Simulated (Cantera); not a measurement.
Input (Python, Cantera) and output of one run.

```python
import numpy as np
import cantera as ct

gas_names = [...]  # 109 gases of nasa_gas.yaml made of C, Cl, H, Si
cond_names = """
    C(gr) C6H6(L) C7H8(L) C8H18(L),n-octa Si(cr) Si(L) SiC(b)
""".split()


# ... load() reads the species with a 1 bar reference pressure and builds the phases ...
atoms = {
    'CH3SiCl3': {'C': 1, 'H': 3, 'Si': 1, 'CL': 3},
    'C2H2': {'C': 2, 'H': 2},
    'H2': {'H': 2},
}
top_T = {'C(gr)': 4500, 'SiC(b)': 3050}  # K; cautious upper limits of use, not melting points


# ... equilibrate(T, P, feed) seeds the gas with the atoms and calls Mixture.equilibrate('TP', solver="vcs", rtol=1e-11, max_steps=5000) ...
results = []
feed = {'CH3SiCl3': 1, 'C2H2': 0.4, 'H2': 1400}  # mol
T = 1773  # K
P = 10000  # Pa
mix = equilibrate(T, P, feed)
results.append((T, P, feed, dict(zip(mix.species_names, mix.species_moles))))
x = sorted(zip(gas.X, gas.species_names), reverse=True)
print(f"T = {T:g} K  P = {P:g} Pa  gas = {mix.phase_moles(0):.4g} mol")
print("   x: " + "  ".join(f"{s} {v:.3e}" for v, s in x if v > 1e-06))
print("   condensed (mol): " + ("  ".join(f"{mix.phase(i).name} {mix.phase_moles(i):.4g}"
      for i in range(1, mix.n_phases) if mix.phase_moles(i) > 1e-12) or "none"))
```

Output:

```
T = 1773 K  P = 10000 Pa  gas = 1404 mol
   x: H2 9.967e-01  HCL 2.135e-03  H 8.981e-04  C2H2,acetylene 1.395e-04  CH4 8.375e-05  CH3 1.529e-06  CL 1.478e-06
   condensed (mol): C(gr) 0.2894  SiC(b) 0.9979
```

These are equilibrium values from Cantera (NASA tables, ideal gas, pure condensed phases), not measurements of a reactor. The feed counts by its element totals alone.
